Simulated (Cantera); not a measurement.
Input: 1 mol Si, 6 mol Br₂, 17 mol N₂, held at 10.0 mbar.

These are equilibrium values from Cantera (NASA tables, ideal gas, pure condensed phases), not measurements of a reactor. Candidate condensed phases: Br₂, Si, Si₃N₄; 13 gas species. Rates play no part.

Question: At 802 °C, list the 4 most abundant gas species with their mole fractions, and the condensed phases.

Answer: N₂ 0.753, Br₂ 0.152, Br 0.0509, SiBr₄ 0.0443. Condensed: gas only.
